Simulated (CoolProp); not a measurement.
Saturation properties of R1234ze(E).

Model: reference Helmholtz-energy equation of state, Thol 2016, in CoolProp.

```csv
T (°C),p (bar),vapour Z,liquid conductivity (mW/(m K))
-21.05,0.9248,0.9609,91.0
-12.55,1.329,0.9492,87.7
-4.05,1.861,0.9355,84.6
4.45,2.543,0.9197,81.4
12.95,3.404,0.9014,78.4
21.45,4.471,0.8807,75.4
29.95,5.775,0.8574,72.5
38.45,7.346,0.8312,69.7
46.95,9.220,0.8019,67.0
55.45,11.43,0.7691,64.3
63.85,13.98,0.7328,61.7
```

It boils at -19.0 °C under 1 atm.

Thermal conductivity comes from a separate model (Perkins 2011).
